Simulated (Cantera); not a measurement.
An isothermal, constant-pressure homogeneous reactor starts with 0.530 % CH₂O, 3.18 % O₂, 96.3 % N₂, equivalence ratio 0.17, at 1300 K and 1300000 Pa.

Cantera simulation using GRI-Mech 3.0 (53 species, 325 reactions); the numbers are that mechanism's predictions, not measurements. The pressure lies above the range GRI-Mech 3.0 was tuned for (to about 10 atm).

x: mole fraction; the columns are a selection and need not sum to one.

```tsv
t (s)	x CH₂O	x O₂	x OH	x HO₂	x CH₂	x HCO	x O
3.00e-6	0.00529	0.0318	8.47e-9	2.41e-6	<1e-12	1.33e-8	4.23e-9
9.16e-6	0.00529	0.0318	4.62e-8	8.68e-6	<1e-12	3.09e-8	1.00e-8
2.80e-5	0.00516	0.0317	5.11e-7	5.19e-5	<1e-12	1.98e-7	6.44e-8
8.54e-5	0.00209	0.0303	8.98e-6	0.000178	2.83e-12	9.47e-7	1.11e-6
0.000261	6.41e-6	0.0291	9.83e-6	2.66e-5	<1e-12	3.92e-9	9.92e-6
0.000795	1.36e-11	0.0285	5.49e-6	1.19e-5	<1e-12	4.11e-11	6.56e-6
0.00243	1.51e-12	0.0280	3.84e-6	7.32e-6	<1e-12	1.36e-11	4.15e-6
0.00741	<1e-12	0.0272	3.16e-6	4.62e-6	<1e-12	3.10e-12	2.18e-6
0.0226	<1e-12	0.0266	___	___	<1e-12	<1e-12	___
0.0691	<1e-12	0.0265	1.54e-6	8.47e-8	<1e-12	<1e-12	5.01e-8
0.211	<1e-12	0.0265	8.73e-7	4.08e-9	<1e-12	<1e-12	1.07e-8
0.644	<1e-12	0.0265	7.61e-7	3.46e-9	<1e-12	<1e-12	8.05e-9
1.97	<1e-12	0.0265	7.60e-7	3.46e-9	<1e-12	<1e-12	8.04e-9
6.00	<1e-12	0.0265	7.60e-7	3.46e-9	<1e-12	<1e-12	8.04e-9
```

Question: Some entries are withheld; supply them.

Answer: 
- 0.0226, x OH: 2.26e-6
- 0.0226, x HO₂: 1.47e-6
- 0.0226, x O: 5.23e-7
